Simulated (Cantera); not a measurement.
Feed: 1 mol FeS2, 3.7 mol O2, 6.1 mol N2, held at 3.20 bar.

Method: chemical equilibrium by Gibbs-energy minimisation in Cantera with the NASA 1993 tables (ideal gas, pure condensed phases). Candidate condensed phases: Fe, FeO, FeS, FeSO4, FeS2, Fe2O3, Fe2(SO4)3, Fe3O4, S; 19 gas species. The numbers say what is thermodynamically allowed, not how fast it happens.

x: gas mole fraction; n: condensed amount in mol.

```tsv
T (°C)	x N2	x SO2	x O2	x SO3	x NO	x NO2	n Fe2(SO4)3(s)	n Fe2O3(s)
477	0.924	0.0161	0.000498	0.0596	4.23e-8	2.04e-9	0.500	0
577	0.919	0.0259	0.00543	0.0494	7.81e-7	4.16e-8	0.500	0
677	0.911	___	___	___	___	___	0.499	___
777	0.700	0.154	0.0711	0.0757	2.89e-5	1.17e-6	0	0.500
877	0.687	0.187	0.0876	0.0387	7.92e-5	1.99e-6	0	0.500
977	0.681	0.203	0.0961	0.0197	0.000177	2.89e-6	0	0.500
1077	0.677	0.212	0.100	___	___	___	0	0.500
1177	0.676	0.216	0.102	0.00600	0.000613	4.81e-6	0	0.500
1277	0.675	0.218	0.103	0.00365	0.00100	5.83e-6	0	0.500
```

Question: Fill in the missing entries.

Answer: 
- 677, x SO2: 0.0437
- 677, x O2: 0.0144
- 677, x SO3: 0.0314
- 677, x NO: 4.93e-6
- 677, x NO2: 1.80e-7
- 677, n Fe2O3(s): 0.000947
- 1077, x SO3: 0.0105
- 1077, x NO: 0.000347
- 1077, x NO2: 3.83e-6
